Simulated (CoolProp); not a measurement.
Carbon dioxide at 920.11 K and 11.6 MPa is compressed adiabatically to 89.6 MPa with isentropic efficiency 0.85. Each further row changes one setting.

Model: reference Helmholtz-energy equation of state, Span 1996, in CoolProp.

| case | work (kJ/kg) | final temperature (K) | final density (kg/m³) |
|---|---|---|---|
| as stated | [?] | [?] | [?] |
| efficiency 1 | 463 | 1272.0 | [?] |
| efficiency 0.65 | [?] | 1454.6 | 266 |

Problem. Some entries are withheld; supply them.

Solution. 
- as stated, work (kJ/kg): 545
- as stated, final temperature (K): 1332.0
- as stated, final density (kg/m³): 288
- efficiency 1, final density (kg/m³): 300
- efficiency 0.65, work (kJ/kg): 713
